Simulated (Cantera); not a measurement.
Charge: 1 mol FeS₂, 14 mol H₂, 1.5 mol H₂O, equilibrated at 5.90 bar.

Method: chemical equilibrium by Gibbs-energy minimisation in Cantera with the NASA 1993 tables (ideal gas, pure condensed phases). Candidate condensed phases: Fe, FeO, Fe(OH)₂, Fe(OH)₃, FeS, FeSO₄, FeS₂, Fe₂O₃, Fe₂(SO₄)₃, Fe₃O₄, H₂O, H₂SO₄, S; 22 gas species. FeS: taken at fixed stoichiometry. The numbers say what is thermodynamically allowed, not how fast it happens.

Task: At 1625 °C, list the 5 most abundant gas species with their mole fractions, and the condensed phases.

Result: H₂ 0.840, H₂O 0.0965, H₂S 0.0597, SH 0.00191, S₂ 0.00137. Condensed: FeS(l).
